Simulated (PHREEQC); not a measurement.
# Brine: an equilibrium model

A solution holds 0.71 mol/kgw KCl, 0.43 mol/kgw MgSO4 and 1 mol/kgw LiCl, at 17 °C. Closed to the air; pH follows from the charge balance.

The numbers come from PHREEQC with the Pitzer model, pitzer.dat.

Each row changes one thing in this solution. This is a speciation only: nothing precipitates in the calculation.

```csv
case,MgOH+ (mol/kgw),HSO4- (mol/kgw),SI of Arcanite (K2SO4),SI of Sylvite (KCl)
as made,5.80e-7,4.72e-7,-0.66,-1.13
LiCl left out,5.15e-7,3.71e-7,-0.62,-1.61
diluted 10-fold with water,1.04e-7,7.50e-8,-2.78,-3.05
LiCl from 1 to 1.5 mol/kgw,6.46e-7,5.48e-7,-0.65,-0.96
KCl replaced by KBr at the same molality,6.70e-7,5.28e-7,-0.66,-1.35
```
